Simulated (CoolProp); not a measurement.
Normal hydrogen along the isotherm -238.15 °C: density (kg/m³) from the reference equation and from simpler models built on Tc = -240.0 °C, pc = 1.296 MPa, ω = -0.219; each cubic takes its own stable root.

Model: reference Helmholtz-energy equation of state, Leachman 2009, in CoolProp.

```
p (MPa)          phase  reference
-------  -------------  ---------
0.13               gas     0.9272
0.259              gas      1.906
0.389              gas      2.961
0.519              gas      4.099
0.648              gas      5.329
0.778              gas      6.694
0.907              gas      8.212
1.04               gas      10.01
1.17               gas      12.10
1.3      supercritical      14.72
1.43     supercritical      18.36
1.56     supercritical      24.48
1.69     supercritical      33.91
1.81     supercritical      39.75
1.94     supercritical      43.24
```

Q: How far does each simpler model (ideal gas, Soave-Redlich-Kwong, Peng-Robinson) lie from the reference over these 15 states: mean and median of the absolute difference, and the worst?

A: 
- ideal gas: mean 32.9 %, median 28.0 %, worst -68.9 % at -238.15 °C and 1.94 MPa
- Soave-Redlich-Kwong: mean 2.2 %, median 1.4 %, worst -7.0 % at -238.15 °C and 1.94 MPa
- Peng-Robinson: mean 4.3 %, median 3.9 %, worst +9.2 % at -238.15 °C and 1.56 MPa
